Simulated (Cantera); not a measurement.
Input (Python, Cantera):

```python
import numpy as np
import cantera as ct

gas = ct.Solution("h2o2.yaml")


def delay(T, t_max=10):
    gas.TPX = T, 65000, {'H2': 1, 'O2': 0.357, 'N2': 1.34}
    reactor = ct.IdealGasReactor(gas, clone=False)
    net = ct.ReactorNet([reactor])
    net.rtol, net.atol = 1e-8, 1e-16
    while net.time < t_max:
        t_old, T_old = net.time, reactor.T
        net.step()
        if reactor.T > T + 400:  # ignition: a rise of 400 K
            return t_old + (T + 400 - T_old) / (reactor.T - T_old) * (net.time - t_old)
    return np.nan


taus = []
for T in [1200, 1275, 1350, 1425, 1500, 1575, 1650]:
    taus.append(delay(T))
    print(f"T0 = {T:6g} K   tau = {taus[-1]:.4e} s")
```

Output:

```
T0 =   1200 K   tau = 7.0225e-05 s
T0 =   1275 K   tau = 4.9579e-05 s
T0 =   1350 K   tau = 3.7477e-05 s
T0 =   1425 K   tau = 3.0134e-05 s
T0 =   1500 K   tau = 2.5662e-05 s
T0 =   1575 K   tau = 2.3045e-05 s
T0 =   1650 K   tau = 2.1715e-05 s
```

Model: the H2/O2 subset of GRI-Mech 3.0, which has no nitrogen chemistry, integrated in Cantera. Where the delays flatten at high temperature, the 400 K rule measures the pace of heat release, not the induction time.
